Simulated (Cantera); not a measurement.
A diamond (100) surface in a fixed gas of H2 with x(CH4) = 0.014, x(CH3) = 0.00042, at 1325 K, 0.270 bar; coverages are run to steady state.

Computed with Cantera and the Harris–Goodwin 1993 mechanism for the reconstructed diamond (100) surface.

θ: site fractions in the mechanism's names (c6HH fully hydrogenated, c6H* and c6*H radical sites, c6** diradical, c6HM methylated).

```
x(H)     growth (µm/h)  θ c6HH  θ c6H*  θ c6*H   θ c6**   θ c6HM
-------  -------------  ------  ------  ------  -------  -------
0.0001            1.06   0.670  0.0285   0.292  0.00357  0.00122
0.00022           3.44   0.553  0.0382   0.392  0.00901  0.00174
0.00047           8.09   0.469  0.0448   0.459   0.0177  0.00224
0.001                ?   0.417  0.0485   0.497        ?  0.00264
0.0022            26.9   0.387  0.0505   0.516   0.0382  0.00285
0.0047            43.1   0.373  0.0514   0.524   0.0448  0.00276
0.01                 ?   0.366  0.0521   0.528   0.0488        ?
0.022             96.9   0.363  0.0530   0.530   0.0511  0.00175
0.048              126   0.361  0.0545   0.529   0.0527  0.00110
```

Task: What belongs in the gaps?

Result: 
- 0.001, growth (µm/h): 15.5
- 0.001, θ c6**: 0.0282
- 0.01, growth (µm/h): 66.5
- 0.01, θ c6HM: 0.00238
